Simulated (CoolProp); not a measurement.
Model: reference Helmholtz-energy equation of state, Thol 2019, in CoolProp.

Q: For n-hexane, give the phase and the cv (kJ/(kg K)), Joule-Thomson coefficient (K/MPa), isothermal compressibility (1/MPa), expansivity (1/kK) at 438.8 K and 12.8 bar; 461.9 K and 12.8 bar.

A: 
- 438.8 K and 12.8 bar: liquid; cv 2.33, Joule-Thomson coefficient 0.267, isothermal compressibility 0.0121, expansivity 3.21
- 461.9 K and 12.8 bar: gas; cv 2.39, Joule-Thomson coefficient 16.4, isothermal compressibility 1.14, expansivity 5.96
